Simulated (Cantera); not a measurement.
# Low-pressure radical oxidation in H2/O2

A perfectly stirred reactor is fed with H2 : O2 : H2O = 0.02 : 1 : 0.018 (molar parts), at 0.0133 bar; it is held at 1373 K, and followed from long to short residence time.

Model: the H2/O2 subset of GRI-Mech 3.0, which has no nitrogen chemistry, integrated in Cantera. Radical loss at walls, strong at low pressure, is not modelled.

| τ (s) | x H2 | x O2 | x OH | x HO2 | x O | x H2O2 |
|---|---|---|---|---|---|---|
| 0.73 | 9.17e-5 | 0.958 | 0.00163 | 6.24e-7 | 0.00378 | 2.31e-8 |
| 0.32 | 0.000143 | 0.956 | 0.00201 | 7.90e-7 | 0.00578 | 2.75e-8 |
| 0.14 | 0.000216 | 0.954 | 0.00240 | 9.48e-7 | 0.00822 | 3.15e-8 |
| 0.062 | 0.000317 | 0.951 | 0.00274 | 1.08e-6 | 0.0106 | 3.47e-8 |
| 0.028 | 0.000468 | 0.949 | 0.00302 | 1.17e-6 | 0.0124 | 3.75e-8 |
| 0.012 | 0.000768 | 0.948 | 0.00328 | 1.25e-6 | 0.0133 | 4.06e-8 |
| 0.0054 | 0.00134 | 0.948 | 0.00355 | 1.31e-6 | 0.0132 | 4.49e-8 |
x: mole fraction; the columns are a selection and need not sum to one.
